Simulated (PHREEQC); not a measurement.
Solution (25 °C): 170 mmol/kgw H2SO4, 0.49 mmol/kgw ZnSO4 and 0.099 mmol/kgw MgCl2. Closed to the air; pH follows from the charge balance.

Model: ion-association model, wateq4f.dat, run in PHREEQC.

```tsv
quantity	before	after
pH	0.81	1.67
ionic strength (mol/kgw)	0.221	0.0321
HSO4- (mol/kgw)	0.145	0.00954
SO4-2 (mol/kgw)	0.0248	0.00749
Zn+2 (mol/kgw)	0.000307	3.23e-5
SI of Goslarite (ZnSO4:7H2O)	-4.22	-5.21
SI of Zincite(c) (ZnO)	-13.53	-12.56
```

Q: What was changed between the two runs?
A. temperature from 25 to 5 °C
B. ZnSO4 from 0.00049 to 0.000735 mol/kgw
C. MgCl2 replaced by CaCl2 at the same molality
D. diluted 10-fold with water
E. diluted 2-fold with water

A: D, diluted 10-fold with water

No solid was allowed to form.
